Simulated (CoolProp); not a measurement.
The numbers come from the reference Helmholtz-energy equation of state, Zhou 2011 in CoolProp.

Q: For dimethyl carbonate, give the phase and the speed of sound (m/s) at 394.6 K and 3.7 MPa; 582.2 K and 0.0486 MPa; 549.3 K and 8.14 MPa.

A: 
- 394.6 K and 3.7 MPa: liquid; speed of sound 849
- 582.2 K and 0.0486 MPa: gas; speed of sound 237
- 549.3 K and 8.14 MPa: liquid; speed of sound 341
